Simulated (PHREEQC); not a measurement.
**Sulfide liquor: an equilibrium model**

Make-up at 25 °C: 0.0016 mol NaHS, 0.00079 mol HCl and 0.00012 mol FeCl2 per kg of water. Closed to the air; pH follows from the charge balance.

The numbers come from PHREEQC with the ion-association model, phreeqc.dat.

No solid was allowed to form.

Question: Predict the pH.

Answer: pH 6.78.

Question: In which forms is Fe present?

Answer: Fe(HS)2 94 %, Fe(HS)3- 5.8 % of the Fe.

Saturation is exceeded, for instance for Mackinawite, FeS(ppt); the values hold only as long as no solid forms. Complexes and solids missing from the database can't appear.
